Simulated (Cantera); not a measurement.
Mixture: CH4 : O2 : N2 = 1 : 1.82 : 6.84 (molar parts), at 1000000 Pa, adiabatic and at constant volume. Ignition delay is the time to a rise of 400 K.

Computed with Cantera and GRI-Mech 3.0 (53 species, 325 reactions).

Problem. What does this change do: pressure from 1000000 Pa to 36000 Pa?

Solution. 
| quantity | before | after |
|---|---|---|
| delay at 1250 K | 2.57 ms | 50.5 ms |
| delay at 1300 K | 1.44 ms | 25.3 ms |
| delay at 1350 K | 0.831 ms | 13.3 ms |
| delay at 1400 K | 0.489 ms | 7.28 ms |
| delay at 1450 K | 0.294 ms | 4.19 ms |
| delay at 1500 K | 0.181 ms | 2.54 ms |
| delay at 1550 K | 0.113 ms | 1.61 ms |
| apparent activation energy between 1450 and 1550 K | 180 kJ/mol | 180 kJ/mol |
